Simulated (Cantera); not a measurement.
Input (Python, Cantera):

```python
import numpy as np
import cantera as ct

gas = ct.Solution("gri30.yaml")
gas.TPX = 1323, 100000, {'H2': 1.9, 'O2': 1, 'N2': 5.9}
inlet = ct.Reservoir(gas, clone=True)

reactor = ct.IdealGasConstPressureReactor(gas, energy="off", clone=False)
exhaust = ct.Reservoir(gas, clone=True)
tau = [0.38, 0.19, 0.094, 0.047, 0.023, 0.012, 0.0057, 0.0028, 0.0014, 0.0007][0]
for a, b in ((inlet, reactor), (reactor, exhaust)):
    ct.MassFlowController(a, b, mdot=lambda t: reactor.mass / tau)
net = ct.ReactorNet([reactor])
show = ['H2', 'O2', 'HO2', 'H2O2', 'OH', 'H2O']

rows = []
print(f"{'tau/s':>10s}{'T/K':>9s}" + "".join(f"{s:>11s}" for s in show))
for tau in [0.38, 0.19, 0.094, 0.047, 0.023, 0.012, 0.0057, 0.0028, 0.0014, 0.0007]:
    net.initial_time = 0.0
    net.advance(30 * tau)
    before = gas.X
    net.advance(40 * tau)
    drift = np.max(np.abs(gas.X - before) / (gas.X + 1e-9))
    rows.append([gas.T, *gas[show].X, drift])
    print(f"{tau:10.3e}{gas.T:9.1f}" + "".join(f"{x:11.3e}" for x in gas[show].X))
```

It prints:

```
     tau/s      T/K         H2         O2        HO2       H2O2         OH        H2O
 3.800e-01   1323.0  6.219e-04  6.614e-03  3.345e-06  4.440e-07  2.423e-04  2.412e-01
 1.900e-01   1323.0  9.524e-04  6.763e-03  4.329e-06  6.102e-07  3.068e-04  2.407e-01
 9.400e-02   1323.0  1.452e-03  6.996e-03  5.403e-06  8.241e-07  3.900e-04  2.401e-01
 4.700e-02   1323.0  2.171e-03  7.340e-03  6.508e-06  1.080e-06  4.928e-04  2.391e-01
 2.300e-02   1323.0  3.233e-03  7.863e-03  7.709e-06  1.386e-06  6.254e-04  2.377e-01
 1.200e-02   1323.0  4.567e-03  8.538e-03  8.906e-06  1.693e-06  7.742e-04  2.359e-01
 5.700e-03   1323.0  6.639e-03  9.617e-03  1.049e-05  2.064e-06  9.848e-04  2.330e-01
 2.800e-03   1323.0  9.288e-03  1.104e-02  1.231e-05  2.421e-06  1.234e-03  2.291e-01
 1.400e-03   1323.0  1.265e-02  1.291e-02  1.449e-05  2.757e-06  1.533e-03  2.240e-01
 7.000e-04   1323.0  1.695e-02  1.538e-02  1.715e-05  3.069e-06  1.896e-03  2.171e-01
```

Cantera simulation using GRI-Mech 3.0 (53 species, 325 reactions); the numbers are that mechanism's predictions, not measurements. The temperature is held fixed by assumption; the heat of reaction is taken as removed at once.
